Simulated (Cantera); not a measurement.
An isothermal, constant-pressure homogeneous reactor starts with CH4 : CO2 = 2.1 : 1.4 (molar parts), at 1925 K and 90.0 Torr.

Cantera simulation using GRI-Mech 3.0 (53 species, 325 reactions); the numbers are that mechanism's predictions, not measurements.

One state of this run: x CH4 = 0.00740; x CO2 = 0.0121; x OH = 2.38e-5; x C2H6 = 9.23e-7; x CH2O = 1.05e-6; x C2H4 = 7.83e-5; x CH3 = 0.000570. x: mole fraction; the columns are a selection and need not sum to one.

### Question
Which value of t (s) does it belong to?
A. 0.107
B. 6.00
C. 0.00191
D. 0.00524

### Answer
A, 0.107
